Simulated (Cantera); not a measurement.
Transport properties of process gases

Gas mixture: 100 % O2, at 0.0267 bar, frozen composition.

Cantera's kinetic-theory transport with the Lennard-Jones parameters of GRI-Mech 3.0, ideal gas; thermal conductivity in the multicomponent form.

| T (K) | ρ (kg/m³) | cp (J/kg/K) | μ (µPa s) | λ (mW/m/K) | Pr | D (cm²/s) H2 | D (cm²/s) NH3 | D (cm²/s) H |
|---|---|---|---|---|---|---|---|---|
| 400 | 0.0257 | 941.4 | 25.6 | 33.9 | 0.712 | 50.0 | 14.6 | 80.7 |
| 650 | 0.0158 | 1017 | 36.0 | 51.6 | 0.710 | 113 | 35.6 | 187 |
| 900 | 0.0114 | 1074 | 44.7 | 67.7 | 0.709 | 194 | 63.2 | 324 |
| 1150 | 0.00892 | 1109 | 52.5 | 82.1 | 0.709 | 291 | 96.5 | 488 |
| 1400 | 0.00733 | 1134 | 59.7 | 95.6 | 0.708 | 404 | 135 | 678 |
| 1650 | 0.00622 | 1155 | 66.4 | 108 | 0.708 | 530 | 178 | 891 |
D: mixture-averaged diffusion coefficient of that species in the mixture.
